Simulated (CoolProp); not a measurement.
Vapour-liquid equilibrium of C2F6 (R116) (1) + R134a (2) at 654 kPa; x and y are mole fractions of (1).

The numbers come from the multi-fluid Helmholtz-energy mixture model, Lemmon 2006 and Tillner-Roth 1994; pair parameters Bell 2016 in CoolProp.

```tsv
x	bubble temperature, mixture model (°C)	bubble temperature, Raoult's law (°C)	y, mixture model	y, Raoult's law
0.05	10.2	17.9	0.354	0.222
0.2	(withheld)	2.7	0.758	0.605
0.35	-23.9	-8.3	(withheld)	0.787
0.5	(withheld)	-16.7	0.874	0.883
0.65	(withheld)	-23.3	0.895	0.939
0.8	-31.4	-28.7	0.924	0.973
0.95	-33.8	-33.2	(withheld)	0.994
```

**Question.** Some entries are withheld; supply them.

**Answer.** 
- 0.2, bubble temperature, mixture model (°C): -15.2
- 0.35, y, mixture model: 0.844
- 0.5, bubble temperature, mixture model (°C): -27.2
- 0.65, bubble temperature, mixture model (°C): -29.3
- 0.95, y, mixture model: 0.974

The largest gap from Raoult's law is -17.9 K in bubble temperature, at x = 0.2. No azeotrope shows between x = 0.05 and 0.95.

The pair parameters rest on a limited set of measurements; away from them the model extrapolates. With so large a gap from Raoult's law the liquid may split in two, which this calculation doesn't test in full.
